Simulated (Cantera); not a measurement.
**Silicon epitaxy and polysilicon growth: SiH2Cl2 + H2**

A closed system holds: 1 mol SiH2Cl2, a varied amount of H2, equilibrated at 627 °C and 0.0110 bar.

Equilibrium computed with Cantera from the NASA thermochemical tables; the gas is ideal and each condensed phase is pure. Candidate condensed phases: Si; 19 gas species. The tables' values for SiCl3 are old estimates; treat these amounts as uncertain. Kinetics and transport are ignored.

From 15 mol H2 to 650 mol H2 the condensed part is Si(s). The main Si-bearing gas is SiCl4 at 15 mol H2 and SiHCl3 at 650 mol H2. The share of Si in condensed phases is highest at 650 mol H2 (87.4 %) and lowest at 15 mol H2 (51.1 %).

```tsv
n(H2) (mol)	log p H2	log p SiCl4	log p HCl	log p SiHCl3	n Si(s)
15	-1.98	-3.60	-3.97	-4.16	0.511
22	-1.97	-3.78	-4.01	-4.29	0.521
34	-1.97	-3.98	-4.06	-4.44	0.537
52	-1.97	-4.20	-4.11	-4.60	0.559
79	-1.96	-4.43	-4.17	-4.77	0.588
120	-1.96	-4.67	-4.23	-4.95	0.627
180	-1.96	-4.93	-4.29	-5.15	0.674
280	-1.96	-5.26	-4.37	-5.39	0.738
430	-1.96	-5.63	-4.47	-5.67	0.808
650	-1.96	-6.06	-4.57	-6.00	0.874
```
log p: log10 of the partial pressure in bar; n: condensed amount in mol.
